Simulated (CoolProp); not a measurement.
Carbon dioxide at 372.24 K and 0.347 MPa is throttled through a valve to 0.109 MPa with no heat exchange. Each further row changes one setting.

Values from CoolProp's reference Helmholtz-energy equation of state, Span 1996.

```json
[
 {"case": "as stated", "temperature change (K)": "(withheld)", "final density (kg/m³)": "(withheld)"},
 {"case": "outlet pressure 0.0327 MPa", "temperature change (K)": "(withheld)", "final density (kg/m³)": "0.468"},
 {"case": "outlet pressure 0.142 MPa", "temperature change (K)": "(withheld)", "final density (kg/m³)": "(withheld)"}
]
```

### Question
Some entries are withheld; supply them.

### Answer

- as stated, temperature change (K): -1.5
- as stated, final density (kg/m³): 1.56
- outlet pressure 0.0327 MPa, temperature change (K): -2.0
- outlet pressure 0.142 MPa, temperature change (K): -1.3
- outlet pressure 0.142 MPa, final density (kg/m³): 2.03
